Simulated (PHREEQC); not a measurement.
Dissolve 86 mmol/kgw H2SO4, 56 mmol/kgw CuSO4 and 0.44 mmol/kgw MgCl2 at 18 °C. Closed to the air; pH follows from the charge balance.

All values are PHREEQC results (ion-association model, phreeqc.dat), not measurements.

This is a speciation only: nothing precipitates in the calculation.

Order these S species by the share of S that they hold, largest first: SO4-2, MgSO4, CuSO4, HSO4-.

HSO4- (59 %), SO4-2 (26 %), CuSO4 (15 %), MgSO4 (0.12 %)

The pH is 1.15 and the ionic strength 0.231 mol/kgw. Species that the database lacks are ignored.
